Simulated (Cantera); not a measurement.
**Equilibrium for fluorocarbon and chlorocarbon gases: CCl4 + H2**

Charge: 1 mol CCl4, 0.84 mol H2, equilibrated at 16.0 Pa.

These are equilibrium values from Cantera (NASA tables, ideal gas, pure condensed phases), not measurements of a reactor. Candidate condensed phases: C, C6H6, C7H8, C8H18; 91 gas species. The tables' values for CCl are old estimates; treat these amounts as uncertain. Kinetics and transport are ignored.

From 1025 K to 2675 K the condensed part is C(graphite). From 2825 K to 2975 K nothing is condensed. The main C-bearing gas is CCl4 at 1025 K and C3 at 2975 K.

```json
[
 {"T (K)": "1025", "x Cl": "0.0276", "x HCl": "0.583", "x Cl2": "0.389", "x H": "2.31e-12", "x C": "<1e-12", "x C3": "<1e-12", "x H2": "4.50e-11", "n C(graphite)": "1.00"},
 {"T (K)": "1175", "x Cl": "0.156", "x HCl": "0.545", "x Cl2": "0.298", "x H": "2.86e-10", "x C": "<1e-12", "x C3": "<1e-12", "x H2": "8.72e-10", "n C(graphite)": "1.00"},
 {"T (K)": "1325", "x Cl": "0.415", "x HCl": "0.469", "x Cl2": "0.116", "x H": "1.58e-8", "x C": "<1e-12", "x C3": "<1e-12", "x H2": "1.49e-8", "n C(graphite)": "1.000"},
 {"T (K)": "1475", "x Cl": "0.551", "x HCl": "0.428", "x Cl2": "0.0201", "x H": "6.62e-7", "x C": "<1e-12", "x C3": "<1e-12", "x H2": "4.16e-7", "n C(graphite)": "1.000"},
 {"T (K)": "1625", "x Cl": "0.575", "x HCl": "0.421", "x Cl2": "0.00328", "x H": "1.79e-5", "x C": "9.03e-12", "x C3": "1.89e-12", "x H2": "1.03e-5", "n C(graphite)": "1.000"},
 {"T (K)": "1775", "x Cl": "0.579", "x HCl": "0.419", "x Cl2": "0.000683", "x H": "0.000291", "x C": "8.04e-10", "x C3": "3.30e-10", "x H2": "0.000162", "n C(graphite)": "1.000"},
 {"T (K)": "1925", "x Cl": "0.583", "x HCl": "0.412", "x Cl2": "0.000181", "x H": "0.00303", "x C": "3.55e-8", "x C3": "2.54e-8", "x H2": "0.00161", "n C(graphite)": "1.000"},
 {"T (K)": "2075", "x Cl": "0.601", "x HCl": "0.369", "x Cl2": "6.11e-5", "x H": "0.0201", "x C": "9.03e-7", "x C3": "1.03e-6", "x H2": "0.00911", "n C(graphite)": "1.000"},
 {"T (K)": "2225", "x Cl": "0.644", "x HCl": "0.258", "x Cl2": "2.59e-5", "x H": "0.0763", "x C": "1.48e-5", "x C3": "2.49e-5", "x H2": "0.0222", "n C(graphite)": "0.999"},
 {"T (K)": "2375", "x Cl": "0.682", "x HCl": "0.128", "x Cl2": "1.21e-5", "x H": "0.167", "x C": "0.000170", "x C3": "0.000400", "x H2": "0.0224", "n C(graphite)": "0.991"},
 {"T (K)": "2525", "x Cl": "0.694", "x HCl": "0.0480", "x Cl2": "5.82e-6", "x H": "0.240", "x C": "0.00146", "x C3": "0.00457", "x H2": "0.0117", "n C(graphite)": "0.909"},
 {"T (K)": "2675", "x Cl": "0.665", "x HCl": "0.0150", "x Cl2": "2.70e-6", "x H": "0.262", "x C": "0.00984", "x C3": "0.0393", "x H2": "0.00411", "n C(graphite)": "0.188"},
 {"T (K)": "2825", "x Cl": "0.650", "x HCl": "0.00506", "x Cl2": "1.40e-6", "x H": "0.267", "x C": "0.0286", "x C3": "0.0397", "x H2": "0.00143", "n C(graphite)": "0"},
 {"T (K)": "2975", "x Cl": "0.635", "x HCl": "0.00184", "x Cl2": "7.67e-7", "x H": "0.264", "x C": "0.0638", "x C3": "0.0250", "x H2": "0.000523", "n C(graphite)": "0"}
]
```
x: gas mole fraction; n: condensed amount in mol.
